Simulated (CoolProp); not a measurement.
Vapour pressure (kPa) of acetone: the reference equation beside estimates from Tc = 235.0 °C, pc = 4692 kPa, ω = 0.307. Clausius-Clapeyron is anchored at 153.05 °C with a constant enthalpy of vaporisation of 21.32 kJ/mol.

Values from CoolProp's reference Helmholtz-energy equation of state, Lemmon 2006. It is a short technical equation, of lower accuracy than the large ones.

| T (°C) | reference | Lee-Kesler | Clausius-Clapeyron | van der Waals | Peng-Robinson |
|---|---|---|---|---|---|
| 114.65 | 534.1 | 539.6 | 668.2 | 1442 | 534.6 |
| 121.05 | 619.5 | 626.6 | 743.9 | 1559 | 620.8 |
| 127.45 | 715.0 | 723.7 | 825.4 | 1681 | 717.3 |
| 133.85 | 821.2 | 831.6 | 912.8 | 1810 | 824.8 |
| 140.25 | 939.0 | 951.0 | 1006 | 1944 | ? |
| 146.65 | 1069 | 1083 | 1106 | 2085 | 1076 |
| 153.05 | 1212 | 1227 | 1212 | 2232 | 1221 |
| 159.45 | 1370 | 1386 | ? | 2385 | 1381 |
| 165.85 | ? | 1559 | 1445 | 2544 | 1556 |
| 172.25 | 1730 | 1748 | 1571 | 2710 | 1747 |
| 178.65 | 1935 | 1954 | 1705 | 2883 | 1956 |
| 185.15 | 2162 | 2181 | 1848 | 3065 | 2186 |
| 191.55 | 2405 | 2424 | 1996 | 3251 | 2432 |
| 197.95 | 2669 | 2687 | 2151 | 3443 | ? |
| 204.35 | 2955 | 2972 | 2314 | 3643 | 2985 |

Q: Some entries are withheld; supply them.

A: 
- 140.25, Peng-Robinson: 944.1
- 159.45, Clausius-Clapeyron: 1325
- 165.85, reference: 1542
- 197.95, Peng-Robinson: 2698

Absolute difference from the reference over all 15 rows, mean and median: Lee-Kesler 1.0 and 1.1 %, Clausius-Clapeyron 12.4 and 11.9 %, van der Waals 82.5 and 74.1 %, Peng-Robinson 0.7 and 0.8 %.
